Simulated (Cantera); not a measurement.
Feed: 1 mol SiO2, a varied amount of H2, 18 mol N2, at 1823 K and 0.0133 bar.

These are equilibrium values from Cantera (NASA tables, ideal gas, pure condensed phases), not measurements of a reactor. Candidate condensed phases: H2O, Si, SiO2, Si2N2O, Si3N4; 35 gas species. The tables hold silica as quartz up to 1696 K and as liquid above; real silica turns to tridymite and cristobalite and melts near 1996 K. The numbers say what is thermodynamically allowed, not how fast it happens.

log p: log10 of the partial pressure in bar; n: condensed amount in mol.

| n(H2) (mol) | log p H2 | log p N2 | log p SiO | log p H2O | log p H | n SiO2(condensed) |
|---|---|---|---|---|---|---|
| 3.6 | -2.68 | -1.96 | -4.07 | -4.07 | -4.70 | 0.861 |
| 6.5 | -2.47 | -2.01 | -3.97 | -3.97 | -4.60 | 0.801 |
| 12 | -2.29 | -2.10 | -3.88 | -3.88 | -4.51 | ___ |
| 21 | -2.16 | -2.22 | -3.81 | -3.81 | -4.44 | ___ |
| 39 | -2.06 | -2.38 | -3.76 | -3.76 | -4.39 | ___ |
| 71 | -1.99 | -2.57 | -3.83 | -3.83 | -4.36 | 0 |
| 130 | -1.94 | -2.79 | -4.05 | -4.05 | -4.33 | 0 |
| 230 | -1.91 | -3.02 | -4.27 | -4.27 | -4.32 | 0 |
| 420 | -1.90 | -3.26 | -4.52 | -4.52 | -4.31 | 0 |
| 760 | -1.89 | -3.51 | -4.77 | -4.77 | -4.31 | 0 |

Question: What belongs in the gaps?

Answer: 
- 12, n SiO2(condensed): 0.699
- 21, n SiO2(condensed): 0.544
- 39, n SiO2(condensed): 0.248
